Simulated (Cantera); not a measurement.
A closed system holds: 1 mol AlN, 0.037 mol N2, at 0.133 bar.

Method: chemical equilibrium by Gibbs-energy minimisation in Cantera with the NASA 1993 tables (ideal gas, pure condensed phases). Candidate condensed phases: Al, AlN; 5 gas species. Kinetics and transport are ignored. All values below are at 2675 K.

Base state: Al 0.649, N2 0.350, Al2 0.00123 (mole fractions); condensed: gas only.

Q: What changes in the equilibrium state with this change: N2 from 0.037 to 4.3 mol?

A: 
```json
[
 {"species": "N2", "before": "0.350", "after": "0.828"},
 {"species": "Al", "before": "0.649", "after": "0.172"},
 {"species": "Al2", "before": "0.00123", "after": "8.66e-5"}
]
```
